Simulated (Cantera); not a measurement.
Charge: 1 mol SiH₄, 0.15 mol HCl, 14 mol H₂, 0.03 mol CH₄, at 0.100 bar.

Method: chemical equilibrium by Gibbs-energy minimisation in Cantera with the NASA 1993 tables (ideal gas, pure condensed phases). Candidate condensed phases: C, C₆H₆, C₇H₈, C₈H₁₈, Si, SiC; 109 gas species. Mutual solubility and eutectic melting of coexisting phases are not modelled. The tables' values for SiCl are old estimates; treat these amounts as uncertain. Gases not in the tables: Si₂H₆ and higher silanes. Rates play no part.

x: gas mole fraction; n: condensed amount in mol.

```json
[
 {"T (K)": "1975", "x H₂": "0.986", "x H": "0.00430", "x Si": "0.000323", "x HCl": "0.00878", "x SiH": "7.31e-5", "x Si₂C": "7.96e-6", "x Si₂": "3.15e-6", "n Si(l)": "0.958", "n SiC(s)": "0.0298"},
 {"T (K)": "2025", "x H₂": "0.984", "x H": "0.00604", "x Si": "0.000582", "x HCl": "0.00877", "x SiH": "0.000117", "x Si₂C": "1.77e-5", "x Si₂": "6.40e-6", "n Si(l)": "0.953", "n SiC(s)": "0.0296"},
 {"T (K)": "2075", "x H₂": "0.981", "x H": "0.00834", "x Si": "0.00102", "x HCl": "0.00875", "x SiH": "0.000183", "x Si₂C": "3.79e-5", "x Si₂": "1.26e-5", "n Si(l)": "0.943", "n SiC(s)": "0.0291"},
 {"T (K)": "2125", "x H₂": "0.977", "x H": "0.0114", "x Si": "0.00174", "x HCl": "0.00870", "x SiH": "0.000279", "x Si₂C": "7.80e-5", "x Si₂": "2.39e-5", "n Si(l)": "0.928", "n SiC(s)": "0.0283"},
 {"T (K)": "2175", "x H₂": "0.972", "x H": "0.0152", "x Si": "0.00289", "x HCl": "0.00864", "x SiH": "0.000418", "x Si₂C": "0.000155", "x Si₂": "4.40e-5", "n Si(l)": "0.904", "n SiC(s)": "0.0266"},
 {"T (K)": "2225", "x H₂": "0.965", "x H": "0.0201", "x Si": "0.00469", "x HCl": "0.00855", "x SiH": "0.000614", "x Si₂C": "0.000299", "x Si₂": "7.88e-5", "n Si(l)": "0.866", "n SiC(s)": "…"},
 {"T (K)": "2275", "x H₂": "0.955", "x H": "0.0262", "x Si": "0.00745", "x HCl": "0.00843", "x SiH": "0.000884", "x Si₂C": "0.000560", "x Si₂": "0.000137", "n Si(l)": "0.807", "n SiC(s)": "…"},
 {"T (K)": "2325", "x H₂": "0.943", "x H": "0.0338", "x Si": "0.0116", "x HCl": "0.00827", "x SiH": "0.00125", "x Si₂C": "0.00102", "x Si₂": "0.000234", "n Si(l)": "0.718", "n SiC(s)": "…"},
 {"T (K)": "2375", "x H₂": "0.926", "x H": "0.0429", "x Si": "0.0177", "x HCl": "0.00806", "x SiH": "0.00174", "x Si₂C": "0.00142", "x Si₂": "0.000389", "n Si(l)": "0.587", "n SiC(s)": "0"},
 {"T (K)": "2425", "x H₂": "0.905", "x H": "0.0539", "x Si": "0.0266", "x HCl": "0.00780", "x SiH": "0.00238", "x Si₂C": "0.00151", "x Si₂": "0.000634", "n Si(l)": "0.401", "n SiC(s)": "0"},
 {"T (K)": "2475", "x H₂": "0.879", "x H": "0.0667", "x Si": "0.0393", "x HCl": "0.00748", "x SiH": "0.00320", "x Si₂C": "0.00155", "x Si₂": "0.00101", "n Si(l)": "0.129", "n SiC(s)": "0"},
 {"T (K)": "2525", "x H₂": "0.857", "x H": "0.0821", "x Si": "0.0459", "x HCl": "0.00731", "x SiH": "0.00342", "x Si₂C": "0.00147", "x Si₂": "0.00102", "n Si(l)": "0", "n SiC(s)": "0"},
 {"T (K)": "2575", "x H₂": "0.839", "x H": "0.100", "x Si": "0.0467", "x HCl": "0.00721", "x SiH": "0.00320", "x Si₂C": "0.00130", "x Si₂": "0.000791", "n Si(l)": "0", "n SiC(s)": "0"}
]
```

Question: What belongs in the gaps?

Answer: 
- 2225, n SiC(s): 0.0235
- 2275, n SiC(s): 0.0179
- 2325, n SiC(s): 0.00786
